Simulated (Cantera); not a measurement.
Charge: 1 mol Ti, 0.032 mol O2, 27 mol H2, held at 1400 °C and 2.18 Torr.

These are equilibrium values from Cantera (NASA tables, ideal gas, pure condensed phases), not measurements of a reactor. Candidate condensed phases: H2O, Ti, TiO, TiO2, Ti2O3, Ti3O5, Ti4O7; 12 gas species. Mutual solubility and eutectic melting of coexisting phases are not modelled. TiO: taken at fixed stoichiometry. Condensed phases not in the tables: N, O or C dissolved in the metal. Kinetics and transport are ignored.

Base state: H2 0.998, H 0.00211, Ti 1.66e-5 (mole fractions); condensed: Ti(β) + TiO(s).

Problem. What changes in the equilibrium state with this change: temperature from 1400 °C to 1650 °C?

Solution. 
```json
[
 {"species": "H2", "before": "0.998", "after": "0.981"},
 {"species": "H", "before": "0.00211", "after": "0.0173"},
 {"species": "Ti", "before": "1.66e-5", "after": "0.00118"},
 {"species": "TiO", "before": "3.43e-7", "after": "6.44e-5"},
 {"species": "Ti(β), mol", "before": "0.936", "after": "0.904"},
 {"species": "TiO(s), mol", "before": "0.0640", "after": "0.0622"}
]
```

Problem. What changes in the equilibrium state with this change: Ti replaced by Cu?

Solution. 
```
species       before    after
-----------  -------  -------
H2             0.998    0.960
Cu                 0   0.0356
H2O          5.76e-8  0.00228
Ti           1.66e-5        0
Cu2                0  3.50e-5
H            0.00211  0.00207
Ti(β), mol     0.936        0
TiO(s), mol   0.0640        0
```
Further candidate phases: Cu, CuO, Cu(OH)2, Cu2O.
